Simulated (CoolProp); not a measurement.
n-perfluoropentane at 272.42 K and 0.00627 MPa is throttled through a valve to 0.00225 MPa with no heat exchange. Each further row changes one setting.

Computed with CoolProp (reference Helmholtz-energy equation of state, Gao 2022).

| case | final density (kg/m³) |
|---|---|
| as stated | [?] |
| outlet pressure 0.000675 MPa | [?] |
| outlet pressure 0.00293 MPa | [?] |

### Question
Some entries are withheld; supply them.

### Answer

- as stated, final density (kg/m³): 0.287
- outlet pressure 0.000675 MPa, final density (kg/m³): 0.0859
- outlet pressure 0.00293 MPa, final density (kg/m³): 0.374
